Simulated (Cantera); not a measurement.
Charge: 1 mol TiO2, 2.5 mol MgCl2, 3.7 mol O2, 0.22 mol MgO, equilibrated at 0.0100 bar.

Cantera equilibrium calculation (NASA polynomials, part measured and part estimated; ideal gas, pure solids and liquids). Candidate condensed phases: Mg, MgCl2, MgO, MgTiO3, MgTi2O5, Mg2TiO4, Ti, TiCl2, TiCl3, TiCl4, TiO, TiO2, Ti2O3, Ti3O5, Ti4O7; 20 gas species. Mutual solubility and eutectic melting of coexisting phases are not modelled. Condensed phases not in the tables: alloys, solid solutions and most ternary compounds. Equilibrium is a limit: real reactors are often held back by kinetics, nucleation or transport.

Task: At 1800 K, list the 4 most abundant gas species with their mole fractions, and the condensed phases.

Result: O2 0.450, Cl 0.358, MgCl2 0.177, Cl2 0.0129. Condensed: MgTi2O5(s) + Mg2TiO4(s).
